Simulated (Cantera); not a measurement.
Mixture: CH4 : O2 : N2 : H2O = 1 : 1.43 : 5.37 : 1.7 (molar parts), equivalence ratio 1.4, at 5.00 bar, adiabatic and at constant volume. Ignition delay is the time to a rise of 400 K.

Model: GRI-Mech 3.0 (53 species, 325 reactions), integrated in Cantera.

Question: What does this change do: pressure from 5.00 bar to 20.0 bar?

Answer: 
```csv
quantity,before,after
delay at 1200 K,13.7 ms,2.58 ms
delay at 1250 K,7.70 ms,1.47 ms
delay at 1300 K,4.44 ms,0.879 ms
delay at 1350 K,2.59 ms,0.541 ms
delay at 1400 K,1.53 ms,0.340 ms
delay at 1450 K,0.906 ms,0.217 ms
apparent activation energy between 1350 and 1450 K,170 kJ/mol,150 kJ/mol
```
The pressure lies above the range GRI-Mech 3.0 was tuned for (to about 10 atm).

Question: What does this change do: pressure from 5.00 bar to 10.0 bar?

Answer: 
```json
[
 {"quantity": "delay at 1200 K", "before": "13.7 ms", "after": "5.90 ms"},
 {"quantity": "delay at 1250 K", "before": "7.70 ms", "after": "3.39 ms"},
 {"quantity": "delay at 1300 K", "before": "4.44 ms", "after": "2.01 ms"},
 {"quantity": "delay at 1350 K", "before": "2.59 ms", "after": "1.22 ms"},
 {"quantity": "delay at 1400 K", "before": "1.53 ms", "after": "0.745 ms"},
 {"quantity": "delay at 1450 K", "before": "0.906 ms", "after": "0.459 ms"},
 {"quantity": "apparent activation energy between 1350 and 1450 K", "before": "170 kJ/mol", "after": "160 kJ/mol"}
]
```
